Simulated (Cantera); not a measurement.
Input (Python, Cantera) and output of one run.

```python
import numpy as np
import cantera as ct

gas_names = """
    Br Br2 H HBr H2 Si SiBr SiBr2 SiBr3 SiBr4 SiH SiHBr3 SiH2 SiH2Br2 SiH3 SiH3Br SiH4 Si2 Si3
""".split()
cond_names = """
    Br2(cr) Br2(L) Si(cr) Si(L)
""".split()


# ... load() reads the species with a 1 bar reference pressure and builds the phases ...
atoms = {
    'Si': {'Si': 1},
    'HBr': {'H': 1, 'Br': 1},
    'H2': {'H': 2},
}
top_T = {}  # K; cautious upper limits of use, not melting points


# ... equilibrate(T, P, feed) seeds the gas with the atoms and calls Mixture.equilibrate('TP', solver="vcs", rtol=1e-11, max_steps=5000) ...
results = []
feed = {'Si': 1, 'HBr': 9.9, 'H2': 0.41}  # mol
T = 1223  # K
P = 33000  # Pa
mix = equilibrate(T, P, feed)
results.append((T, P, feed, dict(zip(mix.species_names, mix.species_moles))))
print(gas.report(threshold=1e-05))
for i in range(1, mix.n_phases):
    print(f"{mix.phase(i).name:16s} {mix.phase_moles(i):12.5e} mol")
```

It prints:

```
       temperature   1223 K
          pressure   33000 Pa
           density   0.2891 kg/m^3
  mean mol. weight   89.082 kg/kmol
   phase of matter   gas

                          1 kg             1 kmol
                     ---------------   ---------------
          enthalpy       -3.5603e+05       -3.1715e+07  J
   internal energy       -4.7018e+05       -4.1884e+07  J
           entropy            3040.6        2.7086e+05  J/K
    Gibbs function       -4.0747e+06       -3.6298e+08  J
 heat capacity c_p            457.85             40786  J/K
 heat capacity c_v            364.51             32471  J/K

                      mass frac. Y      mole frac. X     chem. pot. / RT
                     ---------------   ---------------   ---------------
                Br        0.00021304        0.00023751           -21.148
               HBr           0.57677           0.63501           -31.395
                H2         0.0058254           0.25741           -20.495
             SiBr2        0.00054155        0.00025675           -55.649
             SiBr3          0.002014        0.00066995           -76.797
             SiBr4           0.41221           0.10561           -97.944
            SiHBr3         0.0024057        0.00079724           -87.044
     [  +12 minor]        1.9748e-05        1.0733e-05

Br2(L)            0.00000e+00 mol
Si(cr)            0.00000e+00 mol
```

Method: chemical equilibrium by Gibbs-energy minimisation in Cantera with the NASA 1993 tables (ideal gas, pure condensed phases). The tables' values for SiBr3 are old estimates; treat these amounts as uncertain.
